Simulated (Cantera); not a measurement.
Charge: 1 mol Si2Cl6, 31 mol NH3, 9.7 mol H2, equilibrated at 97.5 Torr.

These are equilibrium values from Cantera (NASA tables, ideal gas, pure condensed phases), not measurements of a reactor. Candidate condensed phases: NH4Cl, Si, Si3N4; 28 gas species. The feed counts by its element totals alone. Gases not in the tables: Si2H6 and higher silanes. Kinetics and transport are ignored.

Over these rows the condensed part is Si3N4(s). Partial pressures as log10 of bar:

| T (K) | 1000/T (1/K) | log p SiCl2 | log p H2 | log p N2 | log p HCl |
|---|---|---|---|---|---|
| 1298 | 0.7704 | -5.65 | -1.03 | -1.60 | -1.97 |
| 1398 | 0.7153 | -4.90 | -1.03 | -1.60 | -1.98 |
| 1498 | 0.6676 | -4.25 | -1.03 | -1.60 | -1.98 |
| 1598 | 0.6258 | -3.71 | -1.03 | -1.60 | -1.99 |
| 1698 | 0.5889 | ? | -1.02 | -1.60 | -2.02 |
| 1798 | 0.5562 | -2.96 | -1.02 | -1.59 | -2.08 |

Q: Fit log p(SiCl2) = a + b·(1000/T) to the five rows, give the apparent enthalpy, and predict the row at 1698 K.

A: Means: 1000/T = 0.6671, log p = -4.294. Sxy = -0.341322, Sxx = 0.0269989, so b = -12.64 and a = -4.294 − (-12.64)×0.6671 = 4.14.
Apparent enthalpy: −19.145 × (-12.64) = 242 kJ/mol. With the condensed phases at unit activity, 1/3 Si3N4(s) + 2 HCl(g) = SiCl2(g) + H2(g) + 2/3 N2(g) links this pressure to the main gases: over the six rows their terms move log p by -0.24 in all, so the slope isn't that reaction's ΔH° alone. The five rows lie within 0.07 of the line.
Prediction at 1698 K: 4.14 + (-12.64)×0.5889 = -3.30. The computed value is -3.28, 0.02 from the line.
